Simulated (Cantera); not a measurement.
An isothermal, constant-pressure homogeneous reactor starts with 0.107 % CO, 1.79 % O2, 8.59 % H2O, 89.5 % N2, at 1325 K and 1.10 bar.

Model: GRI-Mech 3.0 (53 species, 325 reactions), integrated in Cantera.

Task: Predict: x(CO) at 40.0 s; x(O2) at 40.0 s; x(H2O) at 40.0 s; x(NO) at 40.0 s; x(OH) at 40.0 s.

Result: 
- x(CO) at 40.0 s = 1.96e-9 (gas-phase equilibrium 1.96e-9)
- x(O2) at 40.0 s = 0.0174 (gas-phase equilibrium 0.0173)
- x(H2O) at 40.0 s = 0.0860 (gas-phase equilibrium 0.0860)
- x(NO) at 40.0 s = 5.07e-9 (gas-phase equilibrium 0.000143)
- x(OH) at 40.0 s = 6.79e-6 (gas-phase equilibrium 6.79e-6)
